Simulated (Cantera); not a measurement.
# Hydrogen reduction and annealing atmospheres: V2O5 + H2

Input: 1 mol V2O5, 1.8 mol H2, held at 1.20 bar.

These are equilibrium values from Cantera (NASA tables, ideal gas, pure condensed phases), not measurements of a reactor. Candidate condensed phases: H2O, V, VO, V2O3, V2O4, V2O5; 12 gas species. Mutual solubility and eutectic melting of coexisting phases are not modelled. Condensed phases not in the tables: the oxides between V2O3 and V2O5 other than VO2. Kinetics and transport are ignored.

```json
[
 {"T (K)": "1100", "x H2O": "0.999", "x H2": "0.000946", "x OH": "3.42e-9", "x VO2": "<1e-12", "x H": "7.26e-10", "x O2": "1.62e-12", "x O": "<1e-12", "n V2O3(s)": "0.798", "n V2O4(s)": "0.202", "n V2O4(l)": "0"},
 {"T (K)": "1200", "x H2O": "0.998", "x H2": "0.00153", "x OH": "3.67e-8", "x VO2": "9.10e-12", "x H": "7.05e-9", "x O2": "5.71e-11", "x O": "<1e-12", "n V2O3(s)": "0.797", "n V2O4(s)": "0.203", "n V2O4(l)": "0"},
 {"T (K)": "1300", "x H2O": "0.998", "x H2": "0.00232", "x OH": "2.73e-7", "x VO2": "3.03e-10", "x H": "4.86e-8", "x O2": "1.16e-9", "x O": "5.50e-12", "n V2O3(s)": "0.796", "n V2O4(s)": "0.204", "n V2O4(l)": "0"},
 {"T (K)": "1400", "x H2O": "0.997", "x H2": "0.00333", "x OH": "1.53e-6", "x VO2": "6.01e-9", "x H": "2.56e-7", "x O2": "1.53e-8", "x O": "1.07e-10", "n V2O3(s)": "0.794", "n V2O4(s)": "0.206", "n V2O4(l)": "0"},
 {"T (K)": "1500", "x H2O": "0.995", "x H2": "0.00455", "x OH": "6.77e-6", "x VO2": "7.88e-8", "x H": "1.08e-6", "x O2": "1.42e-7", "x O": "1.40e-9", "n V2O3(s)": "0.792", "n V2O4(s)": "0.208", "n V2O4(l)": "0"},
 {"T (K)": "1600", "x H2O": "0.994", "x H2": "0.00601", "x OH": "2.49e-5", "x VO2": "7.38e-7", "x H": "3.85e-6", "x O2": "1.00e-6", "x O": "1.33e-8", "n V2O3(s)": "0.789", "n V2O4(s)": "0.211", "n V2O4(l)": "0"},
 {"T (K)": "1700", "x H2O": "0.992", "x H2": "0.00767", "x OH": "7.88e-5", "x VO2": "5.24e-6", "x H": "1.18e-5", "x O2": "5.63e-6", "x O": "9.68e-8", "n V2O3(s)": "0.786", "n V2O4(s)": "0.214", "n V2O4(l)": "0"},
 {"T (K)": "1800", "x H2O": "0.990", "x H2": "0.00952", "x OH": "0.000219", "x VO2": "2.96e-5", "x H": "3.19e-5", "x O2": "2.61e-5", "x O": "5.68e-7", "n V2O3(s)": "0.783", "n V2O4(s)": "0.217", "n V2O4(l)": "0"},
 {"T (K)": "1900", "x H2O": "0.983", "x H2": "0.0160", "x OH": "0.000463", "x VO2": "0.000117", "x H": "9.15e-5", "x O2": "5.37e-5", "x O": "2.00e-6", "n V2O3(s)": "0.772", "n V2O4(s)": "0", "n V2O4(l)": "0.228"},
 {"T (K)": "2000", "x H2O": "0.971", "x H2": "0.0271", "x OH": "0.000874", "x VO2": "0.000384", "x H": "0.000245", "x O2": "8.89e-5", "x O": "5.76e-6", "n V2O3(s)": "0.752", "n V2O4(s)": "0", "n V2O4(l)": "0.248"},
 {"T (K)": "2100", "x H2O": "0.953", "x H2": "0.0438", "x OH": "0.00154", "x VO2": "0.00111", "x H": "0.000596", "x O2": "0.000138", "x O": "1.49e-5", "n V2O3(s)": "0.722", "n V2O4(s)": "0", "n V2O4(l)": "0.277"}
]
```
x: gas mole fraction; n: condensed amount in mol.

From 1100 K to 1800 K the condensed part is V2O3(s) + V2O4(s). From 1900 K to 2100 K the condensed part is V2O3(s) + V2O4(l).
